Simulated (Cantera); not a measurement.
What does this Cantera script print?

```python
import numpy as np
import cantera as ct

gas = ct.Solution("SiF4_NH3_mec.yaml", "gas")
gas.TPX = 2375, 26000, {'NH3': 1, 'H2': 8.9}
reactor = ct.IdealGasConstPressureReactor(gas, energy="off", clone=False)
net = ct.ReactorNet([reactor])
net.rtol, net.atol = 1e-08, 1e-18
show = ['NH3', 'H2', 'NH', 'H', 'N2H2', 'N', 'N2H4']
times = np.geomspace(0.0001, 20, 11)

steps = ct.SolutionArray(gas, extra=["t"])
rows = []
print(f"{'t/s':>10s}{'T/K':>9s}{'P/Pa':>11s}" + "".join(f"{s:>11s}" for s in show))
for t in times:
    while net.time < t:
        t_next = net.step()
        steps.append(gas.state, t=t_next)
    rows.append([np.interp(t, steps.t, y) for y in (steps.T, steps.P, *steps(*show).X.T)])
    print(f"{t:10.3e}{rows[-1][0]:9.1f}{rows[-1][1]:11.4g}" + "".join(f"{x:11.3e}" for x in rows[-1][2:]))
rate = np.gradient(steps.T, steps.t)
print("integrator steps:", len(steps.t))
if steps.T.max() > steps.T[0] + 200:
    print(f"time of steepest temperature rise: {steps.t[rate.argmax()]:.4e} s")
gas.TPX = 2375, 26000, {'NH3': 1, 'H2': 8.9}
gas.equilibrate("TP")
print(f"equilibrium (TP): T = {gas.T:.1f} K  " + "  ".join(f"{s} {gas[s].X[0]:.3e}" for s in show))
```

It prints:

```
       t/s      T/K       P/Pa        NH3         H2         NH          H       N2H2          N       N2H4
 1.000e-04   2375.0    2.6e+04  1.004e-01  8.978e-01  1.432e-05  1.354e-03  1.927e-07  8.211e-07  2.251e-09
 3.389e-04   2375.0    2.6e+04  9.747e-02  8.973e-01  7.250e-05  3.124e-03  1.791e-06  9.491e-06  1.123e-08
 1.149e-03   2375.0    2.6e+04  8.335e-02  9.046e-01  7.949e-05  3.564e-03  1.840e-06  1.180e-05  1.051e-08
 3.893e-03   2375.0    2.6e+04  4.846e-02  9.230e-01  6.817e-05  4.388e-03  1.048e-06  1.234e-05  5.175e-09
 1.320e-02   2375.0    2.6e+04  5.526e-03  9.415e-01  3.781e-05  9.760e-03  1.212e-07  1.517e-05  3.195e-10
 4.472e-02   2375.0    2.6e+04  3.048e-05  9.282e-01  1.605e-06  2.653e-02  5.883e-11  1.787e-06  7.369e-14
 1.516e-01   2375.0    2.6e+04  4.551e-06  9.279e-01  2.452e-07  2.682e-02  1.563e-12  2.760e-07  1.680e-15
 5.137e-01   2375.0    2.6e+04  1.262e-06  9.279e-01  6.797e-08  2.682e-02  3.207e-13  7.651e-08  1.294e-16
 1.741e+00   2375.0    2.6e+04  6.257e-07  9.279e-01  3.371e-08  2.682e-02  2.427e-13  3.795e-08  3.204e-17
 5.901e+00   2375.0    2.6e+04  5.918e-07  9.279e-01  3.188e-08  2.682e-02  2.400e-13  3.589e-08  2.870e-17
 2.000e+01   2375.0    2.6e+04  5.918e-07  9.279e-01  3.188e-08  2.682e-02  2.400e-13  3.589e-08  2.870e-17
integrator steps: 1466
equilibrium (TP): T = 2375.0 K  NH3 5.918e-07  H2 9.279e-01  NH 3.188e-08  H 2.682e-02  N2H2 2.400e-13  N 3.589e-08  N2H4 2.870e-17
```

Model: the gas-phase N/H chemistry of the illustrative SiF4/NH3 mechanism in the Surface Chemkin manual (1991), integrated in Cantera. Walls and surfaces, which speed up NH3 decomposition in real reactors, are not modelled.
